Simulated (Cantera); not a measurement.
Ta₂O₅ + H₂ (hydrogen reduction and annealing atmospheres)

A closed system holds: 1 mol Ta₂O₅, 5.5 mol H₂, equilibrated at 1752 °C and 3.75 Torr.

Method: chemical equilibrium by Gibbs-energy minimisation in Cantera with the NASA 1993 tables (ideal gas, pure condensed phases). Candidate condensed phases: H₂O, Ta, Ta₂O₅; 12 gas species. Mutual solubility and eutectic melting of coexisting phases are not modelled. Condensed phases not in the tables: N, O or C dissolved in the metal. Kinetics and transport are ignored.

| Item | Result |
|---|---|
| x(H₂) | 0.971 |
| x(H) | 0.0268 |
| x(H₂O) | 0.00198 |
| x(TaO₂) | 0.000323 |
| x(TaO) | 6.17e-5 |
| x(OH) | 5.72e-6 |
| n(Ta(s)) | 0.00386 mol |
| n(Ta₂O₅(s)) | 0.997 mol |
| gas amount | 5.577 mol |
